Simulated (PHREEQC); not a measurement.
3 g of hydrous ferric oxide (600 m²/g; 0.2 weak and 0.005 strong sites per Fe, Dzombak-Morel constants, diffuse double layer) in 1 kg of water with 0.001 mol/kgw of an inert sodium salt and 4e-05 mol/kgw CaCl2, at 25 °C; the pH is set by adding NaOH or the inert anion's acid. Oxygen alone is held at its pressure in air (log pO2 = -0.68). The system is closed to CO2. Precipitation was switched off in this run.

All values are PHREEQC results (ion-association model, wateq4f.dat), not measurements.

| pH | Ca sorbed (%) | surface charge σ (C/m²) | surface potential ψ (mV) |
|---|---|---|---|
| 4 | 0.0 | 0.152 | 201 |
| 4.38 | 0.0 | 0.110 | 190 |
| 4.75 | 0.0 | 0.078 | 176 |
| 5.12 | 0.0 | 0.054 | 161 |
| 5.5 | 0.0 | 0.037 | 144 |
| 5.88 | 0.1 | 0.024 | 125 |
| 6.25 | 0.3 | 0.016 | 105 |
| 6.62 | 1.4 | 0.010 | 85 |
| 7 | 7.1 | 0.006 | 64 |
| 7.38 | 27.9 | 0.004 | 42 |
| 7.75 | 64.6 | 0.002 | 22 |
| 8.12 | 89.9 | 0.000 | 1 |
| 8.5 | 98.0 | -0.002 | -21 |
| 8.88 | 99.6 | -0.004 | -43 |
| 9.25 | 99.9 | -0.006 | -64 |
| 9.62 | 100.0 | -0.010 | -85 |
| 10 | 100.0 | -0.016 | -106 |
